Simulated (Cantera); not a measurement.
An isothermal, constant-pressure homogeneous reactor starts with 90.1 % NO, 9.91 % N2, at 1850 K and 26.3 Torr.

Detailed kinetics in Cantera: GRI-Mech 3.0 (53 species, 325 reactions). Radical loss at walls, strong at low pressure, is not modelled.

Predict: x(NO) at 40.0 s; x(N2O) at 40.0 s; x(N2) at 40.0 s; x(O2) at 40.0 s; x(NO2) at 40.0 s; x(O) at 40.0 s.


```
Quantity                                             Result
----------------  -----------------------------------------
x(NO) at 40.0 s       0.248 (gas-phase equilibrium 0.00598)
x(N2O) at 40.0 s    1.64e-5 (gas-phase equilibrium 5.32e-8)
x(N2) at 40.0 s         0.425 (gas-phase equilibrium 0.546)
x(O2) at 40.0 s         0.326 (gas-phase equilibrium 0.447)
x(NO2) at 40.0 s   0.000129 (gas-phase equilibrium 3.69e-6)
x(O) at 40.0 s    0.000601 (gas-phase equilibrium 0.000693)
```
